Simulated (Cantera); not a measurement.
An adiabatic, constant-pressure homogeneous reactor starts with CH3OH : O2 : N2 = 1 : 2.34 : 8.81 (molar parts), at 1025 K and 3.40 bar. Integrator tolerance rtol = 1e-08.

Computed with Cantera and GRI-Mech 3.0 (53 species, 325 reactions). GRI-Mech 3.0 was tuned for natural gas; its chemistry of methanol as a main component is partial and can be far from experiment.

Problem. What does this change do: pressure from 3.40 bar to 0.470 bar?

Solution. 
| quantity | before | after |
|---|---|---|
| time of steepest temperature rise | 0.115 s | not reached |
| temperature at 0.200 s | 2317 K | 1025 K |
| equilibrium temperature | 2315 K | 2279 K |
| x(CH3OH) at 0.200 s | <1e-12 (gas-phase equilibrium <1e-12) | 0.0823 (gas-phase equilibrium <1e-12) |
| x(O2) at 0.200 s | 0.0622 (gas-phase equilibrium 0.0619) | 0.193 (gas-phase equilibrium 0.0626) |
| x(CH3) at 0.200 s | <1e-12 (gas-phase equilibrium <1e-12) | 5.21e-10 (gas-phase equilibrium <1e-12) |
| x(C2H6) at 0.200 s | <1e-12 (gas-phase equilibrium <1e-12) | 2.26e-12 (gas-phase equilibrium <1e-12) |
| x(CH2CO) at 0.200 s | <1e-12 (gas-phase equilibrium <1e-12) | <1e-12 (gas-phase equilibrium <1e-12) |
